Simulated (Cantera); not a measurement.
An adiabatic, constant-pressure homogeneous reactor starts with CH4 : O2 : N2 = 1 : 3.12 : 24.4 (molar parts), at 1200 K and 100000 Pa.

Computed with Cantera and GRI-Mech 3.0 (53 species, 325 reactions).

Q: Predict: time of steepest temperature rise; temperature at 8.00 s; equilibrium temperature; x(O2) at 8.00 s; x(HO2) at 8.00 s; x(H2) at 8.00 s; x(CO2) at 8.00 s; x(N2O) at 8.00 s.

A: 
```json
{
  "time_of_steepest_temperature_rise": "73.7 ms",
  "temperature at 8.00 s": "1954 K",
  "equilibrium_temperature": "1952 K",
  "x(O2) at 8.00 s": "0.0380 (gas-phase equilibrium 0.0376)",
  "x(HO2) at 8.00 s": "5.41e-7 (gas-phase equilibrium 5.34e-7)",
  "x(H2) at 8.00 s": "7.24e-5 (gas-phase equilibrium 7.18e-5)",
  "x(CO2) at 8.00 s": "0.0349 (gas-phase equilibrium 0.0349)",
  "x(N2O) at 8.00 s": "1.74e-7 (gas-phase equilibrium 1.74e-7)"
}
```
